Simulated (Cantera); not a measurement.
A perfectly stirred reactor is fed with H2 : O2 : N2 : H2O = 1 : 0.312 : 1.17 : 0.01 (molar parts), equivalence ratio 1.6, at 1.01 bar; it is adiabatic with a 725 K inlet, and is followed from long to short residence time, starting on the burning branch (τ in s: 0.15, 0.053, 0.019, 0.0066, 0.0023, 0.00083, 0.00029, 0.0001, 3.7e-05, 1.3e-05, 4.6e-06).

Cantera simulation using GRI-Mech 3.0 (53 species, 325 reactions); the numbers are that mechanism's predictions, not measurements.

One state of this run: T (K) = 2367; x H2 = 0.163; x O2 = 0.000615; x H2O2 = 6.47e-8; x NO = 0.000151; x OH = 0.00703; x N2O = 1.14e-8; x H2O = 0.277. x: mole fraction; the columns are a selection and need not sum to one.

Problem. Which value of τ (s) does it belong to?
A. 0.00083
B. 0.15
C. 0.019
D. 0.0023

Solution. D, 0.0023
